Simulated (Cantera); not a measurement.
An adiabatic, constant-volume homogeneous reactor starts with C₃H₈ : O₂ : N₂ = 1 : 2.17 : 8.17 (molar parts), equivalence ratio 2.3, at 1575 K and 5.50 bar. Integrator tolerance rtol = 1e-08.

Model: GRI-Mech 3.0 (53 species, 325 reactions), integrated in Cantera. GRI-Mech 3.0 was tuned for natural gas; its chemistry of propane as a main component is partial and can be far from experiment.

Q: What does this change do: initial temperature 1575 to 1723 K?

A: 
| quantity | before | after |
|---|---|---|
| time of steepest temperature rise | 13.8 µs | 5.05 µs |
| temperature at 6.00 s | 2844 K | 2952 K |
| equilibrium temperature | 2844 K | 2952 K |
| x(C₃H₈) at 6.00 s | <1e-12 (gas-phase equilibrium <1e-12) | <1e-12 (gas-phase equilibrium <1e-12) |
| x(O₂) at 6.00 s | 8.73e-6 (gas-phase equilibrium 8.73e-6) | 2.01e-5 (gas-phase equilibrium 2.01e-5) |
| x(H₂) at 6.00 s | 0.181 (gas-phase equilibrium 0.181) | 0.178 (gas-phase equilibrium 0.178) |
| x(C₂H) at 6.00 s | <1e-12 (gas-phase equilibrium <1e-12) | <1e-12 (gas-phase equilibrium <1e-12) |
| x(HCO) at 6.00 s | 2.51e-6 (gas-phase equilibrium 2.51e-6) | 3.07e-6 (gas-phase equilibrium 3.07e-6) |
| x(CH₄) at 6.00 s | 2.47e-9 (gas-phase equilibrium 2.75e-9) | 1.58e-9 (gas-phase equilibrium 1.75e-9) |
